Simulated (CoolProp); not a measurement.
Sulfur dioxide along the isotherm 480.3 K: Z from the reference equation and from simpler models built on Tc = 430.6 K, pc = 7887 kPa, ω = 0.256; each cubic takes its own stable root.

Model: reference Helmholtz-energy equation of state, Gao 2016, in CoolProp.

| p (kPa) | phase | reference |
|---|---|---|
| 910 | gas | 0.9724 |
| 1820 | gas | 0.9439 |
| 2730 | gas | 0.9144 |
| 3640 | gas | 0.8839 |
| 4550 | gas | 0.8522 |
| 5460 | gas | 0.8193 |
| 6370 | gas | 0.7851 |
| 7280 | gas | 0.7494 |
| 8190 | supercritical | 0.7122 |
| 9100 | supercritical | 0.6734 |
| 10000 | supercritical | 0.6334 |
| 10900 | supercritical | 0.5922 |
| 11800 | supercritical | 0.5507 |

### Question
How far does each simpler model (van der Waals, Redlich-Kwong, Soave-Redlich-Kwong, Peng-Robinson) lie from the reference over these 13 states: mean and median of the absolute difference, and the worst?

### Answer
- van der Waals: mean 3.2 %, median 0.6 %, worst -12.9 % at 480.3 K and 11800 kPa
- Redlich-Kwong: mean 1.9 %, median 1.4 %, worst -4.6 % at 480.3 K and 11800 kPa
- Soave-Redlich-Kwong: mean 1.7 %, median 0.9 %, worst +6.1 % at 480.3 K and 11800 kPa
- Peng-Robinson: mean 1.5 %, median 1.6 %, worst -2.3 % at 480.3 K and 8190 kPa
